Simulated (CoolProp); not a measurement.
A single-stage vapour-compression cycle with R115: evaporating at 263.15 K (dew point), condensing at 310.15 K (bubble point), superheat 8 K, subcooling 0 K, compressor efficiency 0.65, no pressure losses. Each further row changes one setting.

Values from CoolProp's reference Helmholtz-energy equation of state, Lemmon 2016.

| case | cooling COP | pressure ratio | discharge temperature (K) | refrigerating effect (kJ/kg) | volumetric capacity (kJ/m³) |
|---|---|---|---|---|---|
| as stated | 2.52 | 3.85 | 321.4 | 68.7 | 1640 |
| evaporating temperature 268.15 K | 2.98 | 3.26 | 320.8 | 71.5 | 2000 |
| condensing temperature 305.15 K | 2.99 | 3.40 | 316.4 | 74.5 | 1770 |
| subcooling 5 K | 2.73 | 3.85 | 321.4 | 74.5 | 1770 |
| superheat 18 K | 2.63 | 3.85 | 331.4 | 76.0 | 1720 |
| compressor efficiency 0.55 | 2.13 | 3.85 | 327.0 | 68.7 | 1640 |
